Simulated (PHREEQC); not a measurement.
A solution holds 0.027 mol CuCl2 and 0.00015 mol HBF4 per kg of water, at 67 °C. Closed to the air; pH follows from the charge balance.

All values are PHREEQC results (ion-association model, phreeqc.dat), not measurements.

Question: The ionic strength comes out as 0.0678 mol/kgw. What activity coefficients do F-, Cl-, Cu2(OH)2+2, CuCl+, Cu+2 get?

Answer: F- 0.77, Cl- 0.78, Cu2(OH)2+2 0.39, CuCl+ 0.78, Cu+2 0.42.

Precipitation was switched off in this run. Constants without temperature data keep their 25 °C values here. Real BF4- forms and hydrolyses slowly; the run takes it at equilibrium.
